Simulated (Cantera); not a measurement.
A perfectly stirred reactor is fed with CH4 : O2 : N2 = 1 : 2.44 : 23.7 (molar parts), equivalence ratio 0.82, at 1050 Torr; it is adiabatic with a 698 K inlet, and is followed from long to short residence time, starting on the burning branch (τ in s: 0.38, 0.12, 0.036, 0.011, 0.0034, 0.001, 0.00032, 9.9e-05, 3e-05).

Computed with Cantera and GRI-Mech 3.0 (53 species, 325 reactions).

What does this change do: pressure from 1050 Torr to 7500 Torr?


```
quantity                                                                       before                               after
------------------------------------------------  -----------------------------------  ----------------------------------
blow-out, bracketed by the residence times tried  burning at 1.00 ms, out at 0.320 ms  burning at 3.40 ms, out at 1.00 ms
x(CH4) at τ = 0.380 s                                                         7.51e-6                             5.93e-6
x(O2) at τ = 0.380 s                                                           0.0163                              0.0162
x(N2O) at τ = 0.380 s                                                         5.22e-7                             4.13e-7
x(H2O2) at τ = 0.380 s                                                        5.50e-8                             3.52e-8
x(C2H2) at τ = 0.380 s                                                        3.88e-9                             2.24e-8
x(CH4) at τ = 3.40 ms                                                        0.000177                            0.000401
x(O2) at τ = 3.40 ms                                                           0.0186                              0.0193
x(N2O) at τ = 3.40 ms                                                         3.02e-7                             1.11e-6
x(H2O2) at τ = 3.40 ms                                                        4.20e-7                             4.95e-7
x(C2H2) at τ = 3.40 ms                                                        4.61e-8                             2.94e-6
```
